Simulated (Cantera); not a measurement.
# Adiabatic ignition

An adiabatic, constant-pressure homogeneous reactor starts with CH3OH : O2 : N2 = 1 : 0.625 : 2.35 (molar parts), equivalence ratio 2.4, at 1298 K and 3750 Torr.

Model: GRI-Mech 3.0 (53 species, 325 reactions), integrated in Cantera. GRI-Mech 3.0 was tuned for natural gas; its chemistry of methanol as a main component is partial and can be far from experiment.

| t (s) | T (K) | x CH3OH | x O2 | x CH4 | x C2H | x H2 | x H |
|---|---|---|---|---|---|---|---|
| 2.00e-6 | 1298 | 0.252 | 0.157 | 1.31e-7 | <1e-12 | 7.72e-7 | 3.17e-9 |
| 6.65e-6 | 1298 | 0.252 | 0.157 | 8.58e-7 | <1e-12 | 2.75e-6 | 3.36e-9 |
| 2.21e-5 | 1298 | 0.252 | 0.157 | 3.64e-6 | <1e-12 | 9.80e-6 | 3.72e-9 |
| 7.37e-5 | 1298 | 0.251 | 0.157 | 1.23e-5 | <1e-12 | 4.28e-5 | 6.66e-9 |
| 0.000245 | 1299 | 0.250 | 0.156 | 3.65e-5 | <1e-12 | 0.000495 | 4.62e-8 |
| 0.000816 | 2305 | 2.69e-12 | 1.32e-6 | 7.10e-10 | <1e-12 | 0.171 | 0.00189 |
| 0.00271 | 2305 | 2.70e-12 | 1.27e-6 | 7.36e-10 | <1e-12 | 0.172 | 0.00185 |
| 0.00903 | 2305 | 2.70e-12 | 1.27e-6 | 7.37e-10 | <1e-12 | 0.172 | 0.00185 |
| 0.0301 | 2305 | 2.70e-12 | 1.26e-6 | 7.38e-10 | <1e-12 | 0.172 | 0.00185 |
| 0.100 | 2305 | 2.70e-12 | 1.26e-6 | 7.39e-10 | <1e-12 | 0.172 | 0.00185 |
x: mole fraction; the columns are a selection and need not sum to one.

time of steepest temperature rise: 0.453 ms
temperature at 0.100 s: 2305 K
equilibrium temperature: 2305 K
x(CH3OH) at 0.100 s: 2.70e-12 (gas-phase equilibrium 2.76e-12)
x(O2) at 0.100 s: 1.26e-6 (gas-phase equilibrium 1.26e-6)
x(CH4) at 0.100 s: 7.39e-10 (gas-phase equilibrium 8.35e-10)
